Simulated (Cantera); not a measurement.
A closed system holds: 1 mol Cu, 5.7 mol HF, held at 0.203 Torr.

Equilibrium computed with Cantera from the NASA thermochemical tables; the gas is ideal and each condensed phase is pure. Candidate condensed phases: Cu, CuF2; 15 gas species. Rates play no part.

x: gas mole fraction; n: condensed amount in mol.

```tsv
T (K)	x HF	x CuF	x Cu	x H2	x H	n Cu(s)
525	1.00	<1e-12	<1e-12	<1e-12	<1e-12	1.00
600	1.00	1.28e-11	<1e-12	7.03e-12	<1e-12	1.00
675	1.00	6.08e-10	<1e-12	3.11e-10	<1e-12	1.00
750	1.00	1.31e-8	<1e-12	6.59e-9	<1e-12	1.00
825	1.00	1.60e-7	1.15e-11	8.03e-8	<1e-12	1.000
900	1.000	1.29e-6	6.67e-10	6.44e-7	5.71e-12	1.000
975	1.000	(withheld)	(withheld)	(withheld)	(withheld)	1.000
1050	1.000	3.37e-5	3.90e-7	1.69e-5	2.03e-9	1.000
1125	1.000	(withheld)	(withheld)	(withheld)	(withheld)	0.999
1200	0.999	0.000386	4.55e-5	0.000193	1.67e-7	0.998
1275	0.998	0.00105	0.000321	0.000524	1.03e-6	0.992
1350	0.994	0.00254	0.00181	0.00127	5.17e-6	0.975
```

### Question
Fill in the missing entries.

### Answer

- 975, x CuF: 7.48e-6
- 975, x Cu: 2.07e-8
- 975, x H2: 3.74e-6
- 975, x H: 1.35e-10
- 1125, x CuF: 0.000124
- 1125, x Cu: 4.95e-6
- 1125, x H2: 6.20e-5
- 1125, x H: 2.13e-8
